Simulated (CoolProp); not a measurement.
Properties of 1-butene along the isobar 1.01 bar.

The numbers come from the reference Helmholtz-energy equation of state, Lemmon 2005 in CoolProp. It is a short technical equation, of lower accuracy than the large ones.

| T (°C) | phase | density (kg/m³) | Joule-Thomson coefficient (K/MPa) | fugacity coefficient |
|---|---|---|---|---|
| 96.65 | gas | 1.868 | (withheld) | 0.9869 |
| 102.25 | gas | 1.839 | 12.49 | 0.9875 |
| 107.85 | gas | 1.811 | 11.90 | 0.9881 |
| 113.45 | gas | 1.783 | 11.35 | 0.9886 |
| 119.05 | gas | 1.757 | (withheld) | 0.9892 |
| 124.65 | gas | 1.731 | 10.37 | 0.9896 |
| 130.25 | gas | 1.707 | 9.927 | 0.9901 |
| 135.85 | gas | 1.682 | 9.511 | 0.9905 |
| 141.45 | gas | 1.659 | (withheld) | 0.9909 |
| 147.05 | gas | 1.636 | 8.754 | 0.9913 |
| 152.65 | gas | 1.614 | (withheld) | 0.9917 |

Q: Fill in the missing entries.

A: 
- 96.65, Joule-Thomson coefficient (K/MPa): 13.12
- 119.05, Joule-Thomson coefficient (K/MPa): 10.85
- 141.45, Joule-Thomson coefficient (K/MPa): 9.121
- 152.65, Joule-Thomson coefficient (K/MPa): 8.410
